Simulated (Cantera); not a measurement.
**Silicon etching in halogen gases: Si + F₂ + N₂ + HCl**

Charge: 1 mol Si, 5.1 mol F₂, 2.3 mol N₂, 15 mol HCl, at 1200 K and 25.0 Pa.

Cantera equilibrium calculation (NASA polynomials, part measured and part estimated; ideal gas, pure solids and liquids). Candidate condensed phases: NH₄Cl, Si, Si₃N₄; 49 gas species. Rates play no part.

The x(HCl) comes out as 0.392, the x(HF) is 0.277 and the x(N₂) is 0.103. The x(Cl₂) comes out as 0.0928 and the x(Cl) is 0.0910. The x(SiF₄) comes out as 0.0446, the gas amount is 22.42 mol and the log10 activity of Si(s) (absent) is -27.03.
